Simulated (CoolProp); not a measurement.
Vapour-liquid equilibrium of propylene (1) + R142b (2) at 0.00774 MPa; x and y are mole fractions of (1).

Computed with CoolProp (multi-fluid Helmholtz-energy mixture model, Lemmon 2013 and Lemmon 2006; pair parameters Bell 2016).

Q: Give the bubble temperature and the first vapour's composition at x = 0.35, 0.75, 0.95. Is there an azeotrope?

A: x = 0.35: 191.4 K, y = 0.881; x = 0.75: 184.3 K, y = 0.969; x = 0.95: 182.0 K, y = 0.993. No azeotrope shows between x = 0.05 and 0.95.

The pair parameters rest on a limited set of measurements; away from them the model extrapolates.
